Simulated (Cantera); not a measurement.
Charge: 1 mol CaCO₃, 0.0078 mol C, 0.28 mol CO₂, equilibrated at 1177 °C and 0.518 Torr.

Method: chemical equilibrium by Gibbs-energy minimisation in Cantera with the NASA 1993 tables (ideal gas, pure condensed phases). Candidate condensed phases: C, Ca, CaCO₃, CaO; 15 gas species. Kinetics and transport are ignored.

Base state: CO₂ 0.988, CO 0.0122, O₂ 4.82e-5 (mole fractions); condensed: CaO(s).

What changes in the equilibrium state with this change: temperature from 1177 °C to 252 °C?


```tsv
species	before	after
CO₂	0.988	0.996
CO	0.0122	0.00417
O₂	4.82e-5	<1e-9
CaO(s), mol	1.00	0
C(graphite), mol	0	0.00722
CaCO₃(calcite), mol	0	1.00
```
